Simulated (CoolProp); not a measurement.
Vapour-liquid equilibrium of R134a (1) + dimethyl ether (2) at 68.55 °C; x and y are mole fractions of (1).

Computed with CoolProp (multi-fluid Helmholtz-energy mixture model, Tillner-Roth 1994 and Wu 2011; pair parameters Bell 2016).

```json
[
 {"x": "0.05", "bubble pressure, mixture model (bar)": "17.43", "bubble pressure, Raoult's law (bar)": "17.67", "y, mixture model": "0.047", "y, Raoult's law": "0.058"},
 {"x": "0.125", "bubble pressure, mixture model (bar)": "17.36", "bubble pressure, Raoult's law (bar)": "17.89", "y, mixture model": "0.123", "y, Raoult's law": "0.143"},
 {"x": "0.2", "bubble pressure, mixture model (bar)": "17.35", "bubble pressure, Raoult's law (bar)": "18.11", "y, mixture model": "0.202", "y, Raoult's law": "0.226"},
 {"x": "0.275", "bubble pressure, mixture model (bar)": "17.41", "bubble pressure, Raoult's law (bar)": "18.33", "y, mixture model": "0.283", "y, Raoult's law": "0.307"},
 {"x": "0.35", "bubble pressure, mixture model (bar)": "17.52", "bubble pressure, Raoult's law (bar)": "18.56", "y, mixture model": "0.366", "y, Raoult's law": "0.386"},
 {"x": "0.425", "bubble pressure, mixture model (bar)": "17.70", "bubble pressure, Raoult's law (bar)": "18.78", "y, mixture model": "0.448", "y, Raoult's law": "0.464"},
 {"x": "0.5", "bubble pressure, mixture model (bar)": "17.93", "bubble pressure, Raoult's law (bar)": "19.00", "y, mixture model": "0.529", "y, Raoult's law": "0.539"},
 {"x": "0.575", "bubble pressure, mixture model (bar)": "18.21", "bubble pressure, Raoult's law (bar)": "19.23", "y, mixture model": "0.608", "y, Raoult's law": "0.613"},
 {"x": "0.65", "bubble pressure, mixture model (bar)": "18.54", "bubble pressure, Raoult's law (bar)": "19.45", "y, mixture model": "0.685", "y, Raoult's law": "0.685"},
 {"x": "0.725", "bubble pressure, mixture model (bar)": "18.90", "bubble pressure, Raoult's law (bar)": "19.67", "y, mixture model": "0.758", "y, Raoult's law": "0.755"},
 {"x": "0.8", "bubble pressure, mixture model (bar)": "19.30", "bubble pressure, Raoult's law (bar)": "19.90", "y, mixture model": "0.828", "y, Raoult's law": "0.824"},
 {"x": "0.875", "bubble pressure, mixture model (bar)": "19.73", "bubble pressure, Raoult's law (bar)": "20.12", "y, mixture model": "0.895", "y, Raoult's law": "0.891"},
 {"x": "0.95", "bubble pressure, mixture model (bar)": "20.18", "bubble pressure, Raoult's law (bar)": "20.34", "y, mixture model": "0.959", "y, Raoult's law": "0.957"}
]
```

The largest gap from Raoult's law is -5.8 % in bubble pressure, at x = 0.425. y crosses x between x = 0.125 and 0.2: the model has an azeotrope there.

Pair parameters are fitted to limited data, so mixtures are less certain than the pure fluids.
